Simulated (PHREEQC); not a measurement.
# Spent oxide etchant

Solution (54 °C): 0.048 mol HF, 0.0052 mol (NH4)2SiF6, 0.0022 mol H3BO3 and 0.14 mol H2SO4 per kg of water. Closed to the air; pH follows from the charge balance.

All values are PHREEQC results (ion-association model, wateq4f.dat), not measurements.

Each row changes one thing in this solution. Precipitation was switched off in this run.

```json
[
 {"case": "as made", "pH": "0.91", "ionic strength (mol/kgw)": "0.184", "HF (mol/kgw)": "0.0368", "BF4- (mol/kgw)": "0.00214", "H2F2 (mol/kgw)": "0.00122", "F- (mol/kgw)": "0.000170"},
 {"case": "(NH4)2SiF6 left out", "pH": "0.91", "ionic strength (mol/kgw)": "0.169", "HF (mol/kgw)": "0.0367", "BF4- (mol/kgw)": "0.00213", "H2F2 (mol/kgw)": "0.00121", "F- (mol/kgw)": "0.000167"},
 {"case": "temperature from 54 to 65 °C", "pH": "0.92", "ionic strength (mol/kgw)": "0.179", "HF (mol/kgw)": "0.0382", "BF4- (mol/kgw)": "0.00210", "H2F2 (mol/kgw)": "0.000844", "F- (mol/kgw)": "0.000145"},
 {"case": "H3BO3 from 0.0022 to 0.022 mol/kgw", "pH": "0.90", "ionic strength (mol/kgw)": "0.186", "HF (mol/kgw)": "0.0133", "BF4- (mol/kgw)": "0.0126", "H2F2 (mol/kgw)": "0.000160", "F- (mol/kgw)": "5.99e-5"},
 {"case": "0.0073 mol/kgw H2S added", "pH": "0.91", "ionic strength (mol/kgw)": "0.184", "HF (mol/kgw)": "0.0368", "BF4- (mol/kgw)": "0.00214", "H2F2 (mol/kgw)": "0.00122", "F- (mol/kgw)": "0.000170"},
 {"case": "diluted 2-fold with water", "pH": "1.18", "ionic strength (mol/kgw)": "0.0985", "HF (mol/kgw)": "0.0199", "BF4- (mol/kgw)": "0.000977", "H2F2 (mol/kgw)": "0.000349", "F- (mol/kgw)": "0.000157"},
 {"case": "diluted 10-fold with water", "pH": "1.80", "ionic strength (mol/kgw)": "0.0240", "HF (mol/kgw)": "0.00666", "BF4- (mol/kgw)": "6.75e-5", "H2F2 (mol/kgw)": "3.86e-5", "F- (mol/kgw)": "0.000190"},
 {"case": "diluted 100-fold with water", "pH": "2.64", "ionic strength (mol/kgw)": "0.00357", "HF (mol/kgw)": "0.000670", "BF4- (mol/kgw)": "6.56e-9", "H2F2 (mol/kgw)": "3.89e-7", "F- (mol/kgw)": "0.000121"},
 {"case": "H2SO4 left out", "pH": "2.30", "ionic strength (mol/kgw)": "0.0213", "HF (mol/kgw)": "0.0334", "BF4- (mol/kgw)": "0.00215", "H2F2 (mol/kgw)": "0.000972", "F- (mol/kgw)": "0.00302"}
]
```

Species that the database lacks are ignored. Some of these states are supersaturated (in Quartz (slow to form), Chalcedony (slow to form), for instance). At this temperature some constants are extrapolated from 25 °C, and those without enthalpy data are left unchanged. SiF6-2 is the database's only silicon fluoride. Real BF4- forms and hydrolyses slowly; the run takes it at equilibrium. The polysulfide entries of wateq4f.dat were taken out for this run.
